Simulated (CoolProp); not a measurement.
Values from CoolProp's reference Helmholtz-energy equation of state, Lemmon 2006. It is a short technical equation, of lower accuracy than the large ones.

Problem. For toluene, give the phase and the Z, viscosity (µPa s) at 290 K and 4.46 MPa; 362.3 K and 4.46 MPa; 458.6 K and 4.46 MPa.

Solution. 
- 290 K and 4.46 MPa: liquid; Z 0.195, viscosity 634
- 362.3 K and 4.46 MPa: liquid; Z 0.169, viscosity 306
- 458.6 K and 4.46 MPa: liquid; Z 0.153, viscosity 159

Viscosity comes from a separate model (Avgeri 2015).
